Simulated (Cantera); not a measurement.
V + O₂ + N₂ (tantalum, niobium, vanadium and zirconium in process gases)

Feed: 1 mol V, 1.6 mol O₂, 13 mol N₂, at 1.40e-6 bar.

Equilibrium computed with Cantera from the NASA thermochemical tables; the gas is ideal and each condensed phase is pure. Candidate condensed phases: V, VN, VO, V₂O₃, V₂O₄, V₂O₅; 13 gas species. Condensed phases not in the tables: the oxides between V₂O₃ and V₂O₅ other than VO₂. Kinetics and transport are ignored.

| T (°C) | x N₂ | x VO₂ | x O₂ | x O | x NO | x VO | x N | n V₂O₄(s) | n V₂O₃(s) |
|---|---|---|---|---|---|---|---|---|---|
| 950 | 0.956 | 1.84e-5 | 0.0441 | 7.17e-6 | 0.000117 | <1e-12 | <1e-12 | 0.500 | 0 |
| 1000 | 0.956 | 0.000107 | 0.0440 | 1.91e-5 | 0.000167 | 2.42e-12 | <1e-12 | 0.499 | 0 |
| 1050 | 0.955 | 0.000539 | 0.0440 | 4.71e-5 | 0.000231 | 4.40e-11 | <1e-12 | 0.496 | 0 |
| 1100 | 0.953 | 0.00241 | 0.0438 | 0.000109 | 0.000312 | 6.46e-10 | 1.44e-12 | 0.484 | 0 |
| 1150 | 0.946 | 0.00963 | 0.0434 | 0.000237 | 0.000410 | 7.84e-9 | 6.27e-12 | 0.434 | 0 |
| 1200 | 0.915 | 0.0325 | 0.0512 | 0.000534 | 0.000569 | 6.80e-8 | 2.43e-11 | 0 | 0.270 |
| 1250 | 0.890 | 0.0685 | 0.0403 | 0.000936 | 0.000636 | 4.23e-7 | 8.64e-11 | 0 | 0 |
| 1300 | 0.889 | 0.0684 | 0.0398 | 0.00176 | 0.000795 | 1.05e-6 | 2.87e-10 | 0 | 0 |
| 1350 | 0.889 | 0.0684 | 0.0390 | 0.00317 | 0.000976 | 2.45e-6 | 8.87e-10 | 0 | 0 |
| 1400 | 0.887 | 0.0683 | 0.0377 | 0.00548 | 0.00117 | 5.51e-6 | 2.56e-9 | 0 | 0 |
| 1450 | 0.886 | 0.0682 | 0.0357 | 0.00908 | 0.00138 | 1.19e-5 | 6.95e-9 | 0 | 0 |
| 1500 | 0.883 | 0.0680 | 0.0328 | 0.0144 | 0.00159 | 2.51e-5 | 1.78e-8 | 0 | 0 |
| 1550 | 0.880 | 0.0677 | 0.0289 | 0.0217 | 0.00176 | 5.18e-5 | 4.34e-8 | 0 | 0 |
| 1600 | 0.876 | 0.0673 | 0.0241 | 0.0310 | 0.00188 | 0.000106 | 1.01e-7 | 0 | 0 |
x: gas mole fraction; n: condensed amount in mol.

From 950 °C to 1150 °C the condensed part is V₂O₄(s). At 1200 °C the condensed part is V₂O₃(s). From 1250 °C to 1600 °C nothing is condensed. The main V-bearing gas is VO₂ throughout.
